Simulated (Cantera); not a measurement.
A closed system holds: 1 mol CuF2, 8.7 mol H2, 0.0014 mol CH4, held at 0.00173 Torr.

Equilibrium computed with Cantera from the NASA thermochemical tables; the gas is ideal and each condensed phase is pure. Candidate condensed phases: C, C6H6, C7H8, C8H18, Cu, CuF2; 99 gas species. Kinetics and transport are ignored.

Task: At 1350 K, list the 5 most abundant gas species with their mole fractions, and the condensed phases.

Result: H2 0.719, HF 0.187, Cu 0.0933, H 0.00133, CuF 9.53e-5. Condensed: C(graphite).
